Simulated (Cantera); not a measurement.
Cantera run, input and output.

```python
import numpy as np
import cantera as ct

gas = ct.Solution("gri30.yaml")
gas.TPX = 1525, 22000, {'CH4': 1, 'H2': 2.9}
reactor = ct.IdealGasConstPressureReactor(gas, energy="off", clone=False)
net = ct.ReactorNet([reactor])
net.rtol, net.atol = 1e-08, 1e-18
show = ['CH4', 'H2', 'CH3', 'C2H4', 'CH2', 'C2H2']
times = np.geomspace(2e-06, 1, 9)

steps = ct.SolutionArray(gas, extra=["t"])
rows = []
print(f"{'t/s':>10s}{'T/K':>9s}{'P/Pa':>11s}" + "".join(f"{s:>11s}" for s in show))
for t in times:
    while net.time < t:
        t_next = net.step()
        steps.append(gas.state, t=t_next)
    rows.append([np.interp(t, steps.t, y) for y in (steps.T, steps.P, *steps(*show).X.T)])
    print(f"{t:10.3e}{rows[-1][0]:9.1f}{rows[-1][1]:11.4g}" + "".join(f"{x:11.3e}" for x in rows[-1][2:]))
rate = np.gradient(steps.T, steps.t)
print("integrator steps:", len(steps.t))
if steps.T.max() > steps.T[0] + 200:
    print(f"time of steepest temperature rise: {steps.t[rate.argmax()]:.4e} s")
gas.TPX = 1525, 22000, {'CH4': 1, 'H2': 2.9}
gas.equilibrate("TP")
print(f"equilibrium (TP): T = {gas.T:.1f} K  " + "  ".join(f"{s} {gas[s].X[0]:.3e}" for s in show))
```

Result:

```
       t/s      T/K       P/Pa        CH4         H2        CH3       C2H4        CH2       C2H2
 2.000e-06   1525.0    2.2e+04  2.564e-01  7.436e-01  1.722e-07  1.803e-15  1.755e-15  7.199e-21
 1.031e-05   1525.0    2.2e+04  2.564e-01  7.436e-01  1.011e-06  1.089e-12  1.112e-13  2.412e-17
 5.318e-05   1525.0    2.2e+04  2.564e-01  7.436e-01  5.342e-06  2.682e-10  4.287e-12  3.682e-14
 2.742e-04   1525.0    2.2e+04  2.564e-01  7.436e-01  2.737e-05  4.173e-08  1.204e-10  4.140e-11
 1.414e-03   1525.0    2.2e+04  2.562e-01  7.436e-01  1.134e-04  5.377e-06  2.053e-09  5.932e-08
 7.293e-03   1525.0    2.2e+04  2.555e-01  7.440e-01  1.940e-04  2.186e-04  5.911e-09  2.781e-05
 3.761e-02   1525.0    2.2e+04  2.511e-01  7.465e-01  1.951e-04  9.603e-04  6.077e-09  1.081e-03
 1.939e-01   1525.0    2.2e+04  2.301e-01  7.592e-01  1.815e-04  1.279e-03  5.753e-09  9.199e-03
 1.000e+00   1525.0    2.2e+04  1.580e-01  8.026e-01  1.335e-04  1.937e-03  4.565e-09  3.735e-02
integrator steps: 528
equilibrium (TP): T = 1525.0 K  CH4 3.424e-02  H2 8.769e-01  CH3 3.760e-05  C2H4 3.620e-03  CH2 1.744e-09  C2H2 8.514e-02
```

Cantera simulation using GRI-Mech 3.0 (53 species, 325 reactions); the numbers are that mechanism's predictions, not measurements. GRI-Mech 3.0 stops at C3 and has no aromatics, soot or wall deposition, so with more carbon than oxygen in the feed, carbon stays in small species such as C2H2 where larger ones or solid carbon would form.
